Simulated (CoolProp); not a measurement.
Computed with CoolProp (reference Helmholtz-energy equation of state, Lemmon 2006). It is a short technical equation, of lower accuracy than the large ones.

Question: For nitrous oxide, give the phase and the density (kg/m³), cv (kJ/(kg K)), speed of sound (m/s), Joule-Thomson coefficient (K/MPa) at 207.9 K and 3620 kPa.

Answer: 
- 207.9 K and 3620 kPa: liquid; density 1170, cv 0.934, speed of sound 1000, Joule-Thomson coefficient -0.220
